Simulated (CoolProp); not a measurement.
Properties of R152A along the isobar 1.01 bar (Tc = 113.3 °C, pc = 45.17 bar, ω = 0.275).

Values from CoolProp's reference Helmholtz-energy equation of state, Outcalt 1996. It is a modified Benedict-Webb-Rubin equation, recast in Helmholtz form.

| T (°C) | phase | cp (kJ/(kg K)) | isothermal compressibility (1/MPa) | fugacity coefficient |
|---|---|---|---|---|
| 29.45 | gas | … | 10.11 | 0.9801 |
| 57.65 | gas | … | 10.05 | 0.9855 |
| 85.85 | gas | 1.175 | 10.01 | 0.9892 |
| 114.05 | gas | … | 9.984 | 0.9917 |
| 142.25 | gas | … | 9.966 | 0.9936 |
| 170.45 | gas | … | 9.952 | 0.9949 |
| 198.65 | gas | … | 9.941 | 0.9960 |
| 226.85 | gas | … | 9.933 | 0.9968 |

Q: Fill in the missing entries.

A: 
- 29.45, cp (kJ/(kg K)): 1.059
- 57.65, cp (kJ/(kg K)): 1.116
- 114.05, cp (kJ/(kg K)): 1.235
- 142.25, cp (kJ/(kg K)): 1.296
- 170.45, cp (kJ/(kg K)): 1.354
- 198.65, cp (kJ/(kg K)): 1.411
- 226.85, cp (kJ/(kg K)): 1.466
